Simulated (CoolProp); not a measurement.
Vapour-liquid equilibrium of ethylbenzene (1) + m-xylene (2) at 47.55 °C; x and y are mole fractions of (1).

Model: multi-fluid Helmholtz-energy mixture model, Zhou 2012 and Zhou 2012; pair parameters Bell 2016, in CoolProp.

| x | bubble pressure, mixture model (bar) | bubble pressure, Raoult's law (bar) | y, mixture model | y, Raoult's law |
|---|---|---|---|---|
| 0.05 | 0.03727 | 0.03721 | [?] | 0.056 |
| 0.15 | 0.03786 | 0.03769 | 0.169 | 0.166 |
| 0.25 | 0.03841 | 0.03817 | 0.277 | 0.274 |
| 0.35 | 0.03894 | 0.03865 | [?] | 0.378 |
| 0.45 | 0.03945 | 0.03913 | 0.481 | 0.480 |
| 0.55 | 0.03993 | 0.03961 | 0.579 | 0.580 |
| 0.65 | 0.04038 | 0.04009 | 0.675 | 0.677 |
| 0.75 | 0.04081 | 0.04057 | 0.769 | 0.772 |
| 0.85 | 0.04121 | 0.04105 | [?] | 0.865 |
| 0.95 | 0.04159 | 0.04153 | 0.954 | 0.955 |

Question: Fill in the missing entries.

Answer: 
- 0.05, y, mixture model: 0.058
- 0.35, y, mixture model: 0.381
- 0.85, y, mixture model: 0.862

The largest gap from Raoult's law is +0.8 % in bubble pressure, at x = 0.45. No azeotrope shows between x = 0.05 and 0.95.

Pair parameters are fitted to limited data, so mixtures are less certain than the pure fluids.
